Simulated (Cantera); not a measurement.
A perfectly stirred reactor is fed with NH₃ : N₂ = 1 : 4.8 (molar parts), at 100000 Pa; it is held at 1523 K, and followed from long to short residence time.

Computed with Cantera and the gas-phase N/H chemistry of the illustrative SiF4/NH3 mechanism in the Surface Chemkin manual (1991). Walls and surfaces, which speed up NH3 decomposition in real reactors, are not modelled.

x: mole fraction; the columns are a selection and need not sum to one.

| τ (s) | x NH₃ | x N₂H₂ | x N | x N₂H₄ | x N₂ | x NH₂ | x H₂ |
|---|---|---|---|---|---|---|---|
| 1.4 | 0.162 | ___ | 2.52e-9 | 4.29e-8 | 0.825 | 2.31e-5 | 0.0135 |
| 0.58 | 0.168 | 6.95e-8 | 1.44e-9 | 4.89e-8 | 0.826 | 2.47e-5 | 0.00608 |
| 0.25 | 0.170 | 7.16e-8 | 6.84e-10 | 5.24e-8 | 0.827 | 2.56e-5 | 0.00270 |
| 0.11 | 0.171 | 7.08e-8 | 3.00e-10 | 5.34e-8 | 0.827 | 2.58e-5 | 0.00118 |
| 0.045 | 0.172 | 6.62e-8 | 1.20e-10 | 5.09e-8 | 0.827 | 2.52e-5 | 0.000457 |
| 0.019 | 0.172 | ___ | 4.89e-11 | 4.33e-8 | 0.828 | 2.32e-5 | 0.000169 |
| 0.0081 | 0.172 | ___ | 1.88e-11 | 2.86e-8 | 0.828 | 1.89e-5 | 5.27e-5 |
| 0.0035 | 0.172 | ___ | 6.28e-12 | 1.13e-8 | 0.828 | 1.19e-5 | 1.30e-5 |
| 0.0015 | 0.172 | ___ | 1.96e-12 | 2.53e-9 | 0.828 | 5.62e-6 | 3.45e-6 |
| 0.00063 | 0.172 | 4.95e-10 | <1e-12 | 4.54e-10 | 0.828 | 2.39e-6 | 1.24e-6 |
| 0.00027 | 0.172 | 8.53e-11 | <1e-12 | 8.25e-11 | 0.828 | 1.02e-6 | 5.15e-7 |

Task: What belongs in the gaps?

Result: 
- 1.4, x N₂H₂: 6.35e-8
- 0.019, x N₂H₂: 5.55e-8
- 0.0081, x N₂H₂: 3.60e-8
- 0.0035, x N₂H₂: 1.37e-8
- 0.0015, x N₂H₂: 2.91e-9
